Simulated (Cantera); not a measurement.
Adiabatic ignition

An adiabatic, constant-pressure homogeneous reactor starts with CH4 : CO : O2 : N2 : CO2 = 1 : 0.94 : 3.09 : 37 : 11 (molar parts), equivalence ratio 0.80, at 1598 K and 100000 Pa.

Model: GRI-Mech 3.0 (53 species, 325 reactions), integrated in Cantera.

```json
[
 {"t (s)": "6.00e-6", "T (K)": "1598", "x CH4": "0.0189", "x CO": "0.0177", "x O2": "0.0583", "x HO2": "7.83e-8", "x NO2": "<1e-12", "x C2H4": "1.48e-12"},
 {"t (s)": "1.63e-5", "T (K)": "1598", "x CH4": "0.0189", "x CO": "0.0177", "x O2": "0.0583", "x HO2": "1.94e-7", "x NO2": "<1e-12", "x C2H4": "6.49e-11"},
 {"t (s)": "4.45e-5", "T (K)": "1598", "x CH4": "0.0189", "x CO": "0.0177", "x O2": "0.0583", "x HO2": "4.07e-7", "x NO2": "<1e-12", "x C2H4": "1.99e-9"},
 {"t (s)": "0.000121", "T (K)": "1598", "x CH4": "0.0188", "x CO": "0.0177", "x O2": "0.0583", "x HO2": "6.29e-7", "x NO2": "<1e-12", "x C2H4": "5.79e-8"},
 {"t (s)": "0.000330", "T (K)": "1598", "x CH4": "0.0187", "x CO": "0.0177", "x O2": "0.0582", "x HO2": "1.01e-6", "x NO2": "<1e-12", "x C2H4": "2.05e-6"},
 {"t (s)": "0.000899", "T (K)": "1602", "x CH4": "0.0172", "x CO": "0.0180", "x O2": "0.0573", "x HO2": "7.65e-6", "x NO2": "<1e-12", "x C2H4": "0.000133"},
 {"t (s)": "0.00245", "T (K)": "1891", "x CH4": "<1e-12", "x CO": "0.0243", "x O2": "0.0232", "x HO2": "2.04e-6", "x NO2": "3.58e-9", "x C2H4": "<1e-12"},
 {"t (s)": "0.00667", "T (K)": "1984", "x CH4": "<1e-12", "x CO": "0.0128", "x O2": "0.0177", "x HO2": "7.15e-7", "x NO2": "1.09e-8", "x C2H4": "<1e-12"},
 {"t (s)": "0.0182", "T (K)": "2030", "x CH4": "<1e-12", "x CO": "0.00672", "x O2": "0.0148", "x HO2": "3.58e-7", "x NO2": "2.14e-8", "x C2H4": "<1e-12"},
 {"t (s)": "0.0495", "T (K)": "2047", "x CH4": "<1e-12", "x CO": "0.00436", "x O2": "0.0137", "x HO2": "2.77e-7", "x NO2": "3.49e-8", "x C2H4": "<1e-12"},
 {"t (s)": "0.135", "T (K)": "2049", "x CH4": "<1e-12", "x CO": "0.00410", "x O2": "0.0136", "x HO2": "2.69e-7", "x NO2": "6.74e-8", "x C2H4": "<1e-12"},
 {"t (s)": "0.367", "T (K)": "2048", "x CH4": "<1e-12", "x CO": "0.00410", "x O2": "0.0134", "x HO2": "2.67e-7", "x NO2": "1.52e-7", "x C2H4": "<1e-12"},
 {"t (s)": "1.00", "T (K)": "2047", "x CH4": "<1e-12", "x CO": "0.00411", "x O2": "0.0132", "x HO2": "2.62e-7", "x NO2": "3.44e-7", "x C2H4": "<1e-12"}
]
```
x: mole fraction; the columns are a selection and need not sum to one.

time of steepest temperature rise: 1.33 ms
temperature at 1.00 s: 2047 K
equilibrium temperature: 2045 K
x(CH4) at 1.00 s: <1e-12 (gas-phase equilibrium <1e-12)
x(CO) at 1.00 s: 0.00411 (gas-phase equilibrium 0.00412)
x(O2) at 1.00 s: 0.0132 (gas-phase equilibrium 0.0126)
